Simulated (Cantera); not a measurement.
A Cantera script and what it prints.

```python
import numpy as np
import cantera as ct

gas_names = """
    CL CLO CL2 H HCL HOCL HO2 H2 H2O H2O2 Mg MgCL MgCL2 MgH MgO MgOH MgO2H2 Mg2 O OH O2 O3
""".split()
cond_names = """
    H2O(s) H2O(L) Mg(cr) Mg(L) MgCL2(s) MgCL2(L) MgO(s) MgO(L) MgO2H2(s)
""".split()


# ... load() reads the species with a 1 bar reference pressure and builds the phases ...
atoms = {
    'MgO': {'Mg': 1, 'O': 1},
    'Cl2': {'CL': 2},
    'H2': {'H': 2},
}
top_T = {}  # K; cautious upper limits of use, not melting points


# ... equilibrate(T, P, feed) seeds the gas with the atoms and calls Mixture.equilibrate('TP', solver="vcs", rtol=1e-11, max_steps=5000) ...
results = []
P = 1333.22  # Pa
for T in [1048, 1098, 1148, 1198, 1248, 1298, 1348, 1398, 1448, 1498, 1548, 1598, 1648, 1698]:
    for m in [2.3, 2.9, 3.6, 4.5, 5.6, 7, 8.7, 11]:
        feed = {'MgO': 1, 'Cl2': m, 'H2': 5}  # mol
        mix = equilibrate(T, P, feed)
        results.append((T, P, feed, dict(zip(mix.species_names, mix.species_moles))))

for T, P, feed, n in results:
    print(f"{T:7g} {feed['Cl2']:10.4g}  " + (" + ".join(c for c in cond_names if n.get(c, 0) > 1e-12) or "gas only"))
```

Result:

```
   1048        2.3  MgO(s)
   1048        2.9  MgO(s)
   1048        3.6  MgO(s)
   1048        4.5  MgO(s)
   1048        5.6  MgO(s)
   1048          7  MgO(s)
   1048        8.7  MgO(s)
   1048         11  MgO(s)
   1098        2.3  MgO(s)
   1098        2.9  MgO(s)
   1098        3.6  MgO(s)
   1098        4.5  MgO(s)
   1098        5.6  MgO(s)
   1098          7  MgO(s)
   1098        8.7  MgO(s)
   1098         11  MgO(s)
   1148        2.3  MgO(s)
   1148        2.9  MgO(s)
   1148        3.6  MgO(s)
   1148        4.5  MgO(s)
   1148        5.6  MgO(s)
   1148          7  MgO(s)
   1148        8.7  MgO(s)
   1148         11  MgO(s)
   1198        2.3  MgO(s)
   1198        2.9  MgO(s)
   1198        3.6  MgO(s)
   1198        4.5  MgO(s)
   1198        5.6  MgO(s)
   1198          7  MgO(s)
   1198        8.7  MgO(s)
   1198         11  MgO(s)
   1248        2.3  MgO(s)
   1248        2.9  MgO(s)
   1248        3.6  MgO(s)
   1248        4.5  MgO(s)
   1248        5.6  MgO(s)
   1248          7  MgO(s)
   1248        8.7  MgO(s)
   1248         11  gas only
   1298        2.3  MgO(s)
   1298        2.9  MgO(s)
   1298        3.6  MgO(s)
   1298        4.5  MgO(s)
   1298        5.6  MgO(s)
   1298          7  MgO(s)
   1298        8.7  gas only
   1298         11  gas only
   1348        2.3  MgO(s)
   1348        2.9  MgO(s)
   1348        3.6  MgO(s)
   1348        4.5  MgO(s)
   1348        5.6  MgO(s)
   1348          7  gas only
   1348        8.7  gas only
   1348         11  gas only
   1398        2.3  MgO(s)
   1398        2.9  MgO(s)
   1398        3.6  MgO(s)
   1398        4.5  MgO(s)
   1398        5.6  MgO(s)
   1398          7  gas only
   1398        8.7  gas only
   1398         11  gas only
   1448        2.3  MgO(s)
   1448        2.9  MgO(s)
   1448        3.6  MgO(s)
   1448        4.5  MgO(s)
   1448        5.6  MgO(s)
   1448          7  gas only
   1448        8.7  gas only
   1448         11  gas only
   1498        2.3  MgO(s)
   1498        2.9  MgO(s)
   1498        3.6  MgO(s)
   1498        4.5  MgO(s)
   1498        5.6  MgO(s)
   1498          7  gas only
   1498        8.7  gas only
   1498         11  gas only
   1548        2.3  MgO(s)
   1548        2.9  MgO(s)
   1548        3.6  MgO(s)
   1548        4.5  MgO(s)
   1548        5.6  MgO(s)
   1548          7  gas only
   1548        8.7  gas only
   1548         11  gas only
   1598        2.3  MgO(s)
   1598        2.9  MgO(s)
   1598        3.6  MgO(s)
   1598        4.5  MgO(s)
   1598        5.6  gas only
   1598          7  gas only
   1598        8.7  gas only
   1598         11  gas only
   1648        2.3  MgO(s)
   1648        2.9  MgO(s)
   1648        3.6  MgO(s)
   1648        4.5  MgO(s)
   1648        5.6  gas only
   1648          7  gas only
   1648        8.7  gas only
   1648         11  gas only
   1698        2.3  MgO(s)
   1698        2.9  MgO(s)
   1698        3.6  MgO(s)
   1698        4.5  MgO(s)
   1698        5.6  gas only
   1698          7  gas only
   1698        8.7  gas only
   1698         11  gas only
```

These are equilibrium values from Cantera (NASA tables, ideal gas, pure condensed phases), not measurements of a reactor.
